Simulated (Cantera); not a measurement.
A closed system holds: 1 mol HBr, 0.047 mol O2, 0.83 mol H2, 0.051 mol H2O, held at 40500 Torr.

Method: chemical equilibrium by Gibbs-energy minimisation in Cantera with the NASA 1993 tables (ideal gas, pure condensed phases). Candidate condensed phases: Br2, H2O; 12 gas species. The ideal-gas law is rough above about 30 bar. Kinetics and transport are ignored.

**Question.** At 1798 K, list the 4 most abundant gas species with their mole fractions, and the condensed phases.

**Answer.** HBr 0.529, H2 0.392, H2O 0.0770, Br 0.00159. Condensed: gas only.
